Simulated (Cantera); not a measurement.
An isothermal, constant-pressure homogeneous reactor starts with NO : N₂ = 1 : 0.95 (molar parts), at 2073 K and 1.00 bar. Integrator tolerance rtol = 1e-08.

Model: GRI-Mech 3.0 (53 species, 325 reactions), integrated in Cantera.

What does this change do: temperature 2073 to 1725 K?


| quantity | before | after |
|---|---|---|
| x(NO) at 2.00 s | 0.0191 (gas-phase equilibrium 0.00988) | 0.410 (gas-phase equilibrium 0.00342) |
| x(O₂) at 2.00 s | 0.246 (gas-phase equilibrium 0.251) | 0.0506 (gas-phase equilibrium 0.255) |
| x(N₂O) at 2.00 s | 6.43e-7 (gas-phase equilibrium 5.35e-7) | 6.63e-5 (gas-phase equilibrium 1.93e-7) |
| x(N₂) at 2.00 s | 0.734 (gas-phase equilibrium 0.738) | 0.538 (gas-phase equilibrium 0.742) |
| x(NO₂) at 2.00 s | 3.16e-5 (gas-phase equilibrium 1.65e-5) | 0.000611 (gas-phase equilibrium 1.11e-5) |
